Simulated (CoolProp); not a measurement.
Vapour-liquid equilibrium of isobutane (1) + isobutene (2) at 308.2 K; x and y are mole fractions of (1).

The numbers come from the multi-fluid Helmholtz-energy mixture model, Bücker 2006 and Lemmon 2005; pair parameters Bell 2016 in CoolProp.

| x | bubble pressure, mixture model (bar) | bubble pressure, Raoult's law (bar) | y, mixture model | y, Raoult's law |
|---|---|---|---|---|
| 0.05 | 4.132 | 4.119 | 0.058 | 0.056 |
| 0.125 | 4.190 | 4.161 | 0.142 | 0.140 |
| 0.2 | 4.245 | 4.203 | 0.224 | 0.221 |
| 0.275 | ___ | 4.246 | 0.302 | 0.301 |
| 0.35 | 4.345 | 4.288 | 0.379 | 0.380 |
| 0.425 | 4.390 | 4.330 | 0.454 | 0.457 |
| 0.5 | 4.433 | 4.372 | ___ | 0.532 |
| 0.575 | 4.473 | 4.415 | 0.600 | 0.606 |
| 0.65 | 4.510 | 4.457 | ___ | 0.679 |
| 0.725 | 4.545 | 4.499 | 0.742 | 0.750 |
| 0.8 | 4.578 | 4.541 | 0.813 | 0.820 |
| 0.875 | ___ | 4.584 | 0.883 | 0.888 |
| 0.95 | 4.636 | 4.626 | 0.953 | 0.956 |

What belongs in the gaps?


- 0.275, bubble pressure, mixture model (bar): 4.297
- 0.5, y, mixture model: 0.528
- 0.65, y, mixture model: 0.672
- 0.875, bubble pressure, mixture model (bar): 4.608

The largest gap from Raoult's law is +1.4 % in bubble pressure, at x = 0.425. No azeotrope shows between x = 0.05 and 0.95.

Pair parameters are fitted to limited data, so mixtures are less certain than the pure fluids.
